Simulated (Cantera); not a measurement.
Input (Python, Cantera) and output of one run.

```python
import numpy as np
import cantera as ct

gas_names = """
    Cu CuF CuF2 Cu2 F F2 H HF H2 H2F2 H3F3 H4F4 H5F5 H6F6 H7F7
""".split()
cond_names = """
    Cu(cr) Cu(L) CuF2(s) CuF2(L)
""".split()


# ... load() reads the species with a 1 bar reference pressure and builds the phases ...
atoms = {
    'Cu': {'Cu': 1},
    'F2': {'F': 2},
    'H2': {'H': 2},
}
top_T = {}  # K; cautious upper limits of use, not melting points


# ... equilibrate(T, P, feed) seeds the gas with the atoms and calls Mixture.equilibrate('TP', solver="vcs", rtol=1e-11, max_steps=5000) ...
results = []
feed = {'Cu': 1, 'F2': 4.6, 'H2': 0.67}  # mol
P = 8500  # Pa
for T in [798, 848, 898, 948, 998, 1048, 1098, 1148, 1198]:
    mix = equilibrate(T, P, feed)
    results.append((T, P, feed, dict(zip(mix.species_names, mix.species_moles))))

top = {s: max(r[3][s] / sum(r[3][g] for g in gas_names) for r in results) for s in gas_names}
cols = sorted((s for s in top if top[s] > 1e-05), key=lambda s: -top[s])[:5]
seen = [c for c in cond_names if any(r[3].get(c, 0) > 1e-12 for r in results)]
print("log10 of partial pressures in bar; condensed amounts in mol")
print(f"{'T/K':>10s}" + "".join(f"{s[:9]:>10s}" for s in cols + seen))
for T, P, feed, n in results:
    ng = sum(n[g] for g in gas_names)
    print(f"{T:10.4g}" + "".join(f"{np.log10(max(n[s] / ng * P / 1e5, 1e-99)):10.3f}" for s in cols)
          + "".join(f"{n.get(c, 0):10.4g}" for c in seen))
```

It prints:

```
log10 of partial pressures in bar; condensed amounts in mol
       T/K        F2         F        HF      CuF2   CuF2(s)   CuF2(L)
       798    -1.246    -2.717    -1.579    -8.310         1         0
       848    -1.259    -2.407    -1.584    -7.312         1         0
       898    -1.282    -2.138    -1.593    -6.431         1         0
       948    -1.320    -1.904    -1.607    -5.648    0.9999         0
       998    -1.379    -1.707    -1.627    -4.947    0.9994         0
      1048    -1.466    -1.544    -1.654    -4.318    0.9971         0
      1098    -1.587    -1.417    -1.686    -3.750    0.9884         0
      1148    -1.744    -1.324    -1.719    -3.323         0    0.9666
      1198    -1.937    -1.263    -1.750    -2.960         0    0.9174
```

Equilibrium computed with Cantera from the NASA thermochemical tables; the gas is ideal and each condensed phase is pure.
